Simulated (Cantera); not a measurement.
## SiCl₄ + Cl₂ + H₂ (silicon epitaxy and polysilicon growth)

Charge: 1 mol SiCl₄, 0.089 mol Cl₂, 170 mol H₂, at 1248 K and 0.00130 bar.

Cantera equilibrium calculation (NASA polynomials, part measured and part estimated; ideal gas, pure solids and liquids). Candidate condensed phases: Si; 19 gas species. The tables' values for SiCl₃ are old estimates; treat these amounts as uncertain. Kinetics and transport are ignored.

```yaml
x(H₂): 0.977
x(HCl): 0.0218
x(SiCl₂): 0.00122
x(SiCl₃): 1.72e-5
x(H): 1.28e-5
x(SiHCl₃): 2.76e-6
x(SiCl₄): 1.75e-6
n(Si(s)): 0.787 mol
gas_amount: 172.1 mol
```
